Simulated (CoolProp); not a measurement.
Vapour-liquid equilibrium of R22 (1) + R115 (2) at 304.3 K; x and y are mole fractions of (1).

Computed with CoolProp (multi-fluid Helmholtz-energy mixture model, Kamei 1995 and Lemmon 2016; pair parameters Bell 2016).

| x | bubble pressure (kPa) | y at the bubble point | dew pressure at overall composition x (kPa) | liquid density (mol/L) |
|---|---|---|---|---|
| 0.05 | 1123 | 0.088 | 1095 | 8.245 |
| 0.15 | 1215 | 0.217 | 1168 | 8.527 |
| 0.25 | 1272 | 0.313 | 1236 | 8.863 |
| 0.35 | 1308 | 0.394 | 1290 | 9.259 |
| 0.45 | 1327 | 0.471 | 1323 | 9.719 |
| 0.55 | 1332 | 0.549 | 1332 | 10.25 |
| 0.65 | 1326 | 0.632 | 1323 | 10.84 |
| 0.75 | 1308 | 0.724 | 1302 | 11.50 |
| 0.85 | 1281 | 0.826 | 1274 | 12.24 |
| 0.95 | 1247 | 0.939 | 1244 | 13.05 |

y crosses x between x = 0.45 and 0.55: the model has an azeotrope there.

The pair parameters rest on a limited set of measurements; away from them the model extrapolates.
